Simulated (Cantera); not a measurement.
Input: 1 mol C2F6, 0.051 mol H2, equilibrated at 2.00 mbar.

These are equilibrium values from Cantera (NASA tables, ideal gas, pure condensed phases), not measurements of a reactor. Candidate condensed phases: C, C6H6, C7H8, C8H18; 95 gas species. The feed counts by its element totals alone. Gases not in the tables: C2F6 and larger saturated fluorocarbons. Equilibrium is a limit: real reactors are often held back by kinetics, nucleation or transport. All values below are at 1923 K.

Base state: CF4 0.770, CF2 0.113, HF 0.0584, F 0.0522, CF3 0.00657, CF 0.000163 (mole fractions); condensed: C(graphite).

**Question.** What changes in the equilibrium state with this change: H2 from 0.051 to 5 mol?

**Answer.** 
| species | before | after |
|---|---|---|
| HF | 0.0584 | 0.746 |
| H2 | <1e-9 | 0.243 |
| H | 1.48e-7 | 0.0104 |
| CF4 | 0.770 | <1e-9 |
| CF2 | 0.113 | 3.71e-9 |
| F | 0.0522 | 9.46e-6 |
| CF3 | 0.00657 | <1e-9 |
| C2H2 (acetylene) | <1e-9 | 0.000110 |
| C(graphite), mol | 0.447 | 2.00 |

**Question.** What changes in the equilibrium state with this change: C2F6 replaced by CH2F2?

**Answer.** 
```
species             before    after
----------------  --------  -------
HF                  0.0584    0.974
H2                   <1e-9   0.0232
H                  1.48e-7  0.00321
CF4                  0.770    <1e-9
CF2                  0.113  6.61e-8
F                   0.0522  4.00e-5
CF3                0.00657    <1e-9
C2H2 (acetylene)     <1e-9  1.05e-5
CF                0.000163  1.25e-7
C(graphite), mol     0.447    1.000
```
